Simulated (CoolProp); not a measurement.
Vapour-liquid equilibrium of propylene (1) + R115 (2) at 2.04 bar; x and y are mole fractions of (1).

Computed with CoolProp (multi-fluid Helmholtz-energy mixture model, Lemmon 2013 and Lemmon 2016; pair parameters Bell 2016).

### Question
Give the bubble temperature and the first vapour's composition at x = 0.05, 0.425, 0.95. Is there an azeotrope?

### Answer
x = 0.05: 248.8 K, y = 0.119; x = 0.425: 240.5 K, y = 0.560; x = 0.95: 241.0 K, y = 0.912. y crosses x between x = 0.65 and 0.725: the model has an azeotrope there.

The pair parameters rest on a limited set of measurements; away from them the model extrapolates.
